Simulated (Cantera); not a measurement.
Cantera run:

```python
import numpy as np
import cantera as ct

gas_names = """
    AL ALN ALO ALO2 AL2 AL2O AL2O2 N NO NO2 NO3 N2 N2O O O2 O3
""".split()
cond_names = """
    AL(cr) AL(L) ALN(s) AL2O3(a) AL2O3(L)
""".split()


# ... load() reads the species with a 1 bar reference pressure and builds the phases ...
atoms = {
    'Al': {'AL': 1},
    'O2': {'O': 2},
    'N2': {'N': 2},
}
top_T = {'ALN(s)': 2750}  # K; cautious upper limits of use, not melting points


# ... equilibrate(T, P, feed) seeds the gas with the atoms and calls Mixture.equilibrate('TP', solver="vcs", rtol=1e-11, max_steps=5000) ...
results = []
feed = {'Al': 1, 'O2': 8, 'N2': 700}  # mol
T = 1975  # K
P = 19  # Pa
mix = equilibrate(T, P, feed)
results.append((T, P, feed, dict(zip(mix.species_names, mix.species_moles))))
print(gas.report(threshold=1e-05))
for i in range(1, mix.n_phases):
    print(f"{mix.phase(i).name:16s} {mix.phase_moles(i):12.5e} mol")
```

Output:

```
       temperature   1975 K
          pressure   19 Pa
           density   3.2404e-05 kg/m^3
  mean mol. weight   28.006 kg/kmol
   phase of matter   gas

                          1 kg             1 kmol
                     ---------------   ---------------
          enthalpy        2.0054e+06        5.6162e+07  J
   internal energy         1.419e+06        3.9741e+07  J
           entropy             11551        3.2348e+05  J/K
    Gibbs function       -2.0807e+07       -5.8271e+08  J
 heat capacity c_p            1282.8             35925  J/K
 heat capacity c_v            985.88             27610  J/K

                      mass frac. Y      mole frac. X     chem. pot. / RT
                     ---------------   ---------------   ---------------
                NO         0.0016418         0.0015324           -38.816
                N2           0.98754           0.98725            -35.48
                 O         0.0020052           0.00351           -21.076
                O2         0.0088113         0.0077119           -42.153
     [  +12 minor]        4.0818e-07        2.9897e-07

AL(L)             0.00000e+00 mol
ALN(s)            0.00000e+00 mol
AL2O3(a)          4.99913e-01 mol
```

These are equilibrium values from Cantera (NASA tables, ideal gas, pure condensed phases), not measurements of a reactor.
